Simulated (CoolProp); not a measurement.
Vapour pressure (MPa) of n-undecane: the reference equation beside estimates from Tc = 365.7 °C, pc = 1.990 MPa, ω = 0.539.

Values from CoolProp's reference Helmholtz-energy equation of state, Aleksandrov 2011. It is a short technical equation, of lower accuracy than the large ones.

```tsv
T (°C)	reference	Lee-Kesler	van der Waals	Soave-Redlich-Kwong	Peng-Robinson
186.15	0.07952	0.07993	0.4568	0.07999	0.08062
201.15	0.1154	0.1166	0.5354	0.1168	0.1171
216.05	0.1625	0.1648	0.6215	0.1655	0.1652
230.95	0.2234	0.2272	0.7161	0.2288	0.2275
245.95	0.3012	0.3070	0.8200	0.3101	0.3076
260.85	0.3979	0.4059	0.9322	0.4112	0.4072
275.85	0.5179	0.5284	1.054	0.5368	0.5310
290.75	0.6631	0.6763	1.185	0.6884	0.6809
305.65	0.8385	0.8544	1.325	0.8705	0.8615
```

Absolute difference from the reference over all 9 rows, mean and median: Lee-Kesler 1.6 and 1.9 %, van der Waals 209.8 and 172.2 %, Soave-Redlich-Kwong 2.6 and 3.0 %, Peng-Robinson 2.1 and 2.1 %.
